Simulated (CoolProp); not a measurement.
Properties of oxygen along the isobar 101 kPa (Tc = 154.6 K, pc = 5046 kPa, ω = 0.022).

Computed with CoolProp (reference Helmholtz-energy equation of state, Schmidt 1985).

```
T (K)   phase         Z  cv (kJ/(kg K))  Joule-Thomson coefficient (K/MPa)  isothermal compressibility (1/MPa)  conductivity (mW/(m K))  Prandtl number
-----  ------  --------  --------------  ---------------------------------  ----------------------------------  -----------------------  --------------
86.5   liquid  0.003876          0.9431                            -0.3244                            0.001770                      156            2.33
90.8      gas    0.9687          0.6704                              22.96                               10.24                     8.20           0.822
95.1      gas    0.9727          0.6549                              20.29                               10.19                     8.62           0.801
99.3      gas    0.9758          0.6527                              18.71                               10.15                     9.02           0.795
103.6     gas    0.9786          0.6532                              17.42                               10.12                     9.43           0.791
107.9     gas    0.9809          0.6539                              16.28                               10.10                     9.84           0.788
112.1     gas    0.9829          0.6543                              15.25                               10.08                     10.2           0.785
116.4     gas    0.9847          0.6544                              14.29                               10.06                     10.7           0.781
120.7     gas    0.9862          0.6543                              13.41                               10.04                     11.1           0.778
124.9     gas    0.9875          0.6541                              12.61                               10.03                     11.5           0.775
129.2     gas    0.9887          0.6538                              11.87                               10.02                     11.9           0.772
133.5     gas    0.9897          0.6535                              11.20                               10.00                     12.3           0.769
137.7     gas    0.9906          0.6532                              10.60                               9.996                     12.6           0.766
```

Viscosity comes from a separate model (Lemmon 2004). Thermal conductivity comes from a separate model (Lemmon 2004).
